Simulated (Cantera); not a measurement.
Charge: 1 mol HMDSO, 2 mol N2O, 0.14 mol H2, equilibrated at 1427 °C.

Equilibrium computed with Cantera from the NASA thermochemical tables; the gas is ideal and each condensed phase is pure. Candidate condensed phases: C, C6H6, C7H8, C8H18, H2O, Si, SiC, SiO2, Si2N2O, Si3N4; 151 gas species. The feed counts by its element totals alone. Rates play no part.

x: gas mole fraction; n: condensed amount in mol.

```csv
P (Pa),x H2,x CO,x N2,x H,x HCN,x SiO,x CH4,n C(graphite),n SiC(s),n Si2N2O(s)
5,0.632,0.210,0.140,0.0166,0.00109,0.000858,2.19e-8,1.01,1.98,0
26,0.640,0.211,0.140,___,0.00110,0.000862,___,1.01,1.99,0
140,0.643,0.211,0.141,0.00316,0.00110,0.000864,6.34e-7,1.01,1.99,0
710,0.645,0.211,0.141,___,0.00110,0.000864,___,1.01,1.99,0
3700,0.645,0.211,0.141,0.000615,0.00110,0.000865,1.69e-5,1.01,1.99,0
19000,0.645,0.211,0.141,0.000272,0.00110,0.000865,8.67e-5,1.01,1.99,0
100000,0.751,0.165,0.0820,0.000128,0.000909,0.000231,0.000618,3.98,0,0.999
```

Task: Fill in the missing entries.

Result: 
- 710, x H: 0.00140
- 710, x CH4: 3.23e-6
- 26, x H: 0.00731
- 26, x CH4: 1.17e-7
